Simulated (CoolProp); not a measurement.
Nitrogen along the isobar 30.5 bar: fugacity coefficient from the reference equation and from simpler models built on Tc = 126.2 K, pc = 33.96 bar, ω = 0.037; each cubic takes its own stable root.

Values from CoolProp's reference Helmholtz-energy equation of state, Span 2000.

```csv
T (K),phase,reference,van der Waals,Redlich-Kwong,Peng-Robinson
102.8,liquid,0.2841,0.4146,0.2875,0.2793
113.8,liquid,…,0.5771,0.4880,0.4700
124.7,gas,0.6935,0.7215,0.6906,0.6684
135.6,gas,0.7685,0.7784,0.7632,0.7418
146.6,gas,0.8193,0.8194,0.8135,0.7938
157.5,gas,0.8565,0.8504,0.8505,0.8329
168.4,gas,…,0.8749,0.8790,0.8634
179.4,gas,0.9073,0.8948,…,0.8879
190.3,gas,0.9250,0.9108,0.9192,0.9074
201.2,gas,0.9392,…,0.9334,0.9233
212.2,gas,0.9509,0.9352,0.9452,0.9366
223.1,gas,0.9604,0.9445,0.9547,0.9474
234,gas,0.9683,0.9523,0.9626,0.9565
244.9,gas,0.9749,0.9590,0.9692,0.9641
255.9,gas,0.9805,0.9649,0.9748,0.9707
```

Question: Some entries are withheld; supply them.

Answer: 
- 113.8, reference: 0.4807
- 168.4, reference: 0.8849
- 179.4, Redlich-Kwong: 0.9014
- 201.2, van der Waals: 0.9240
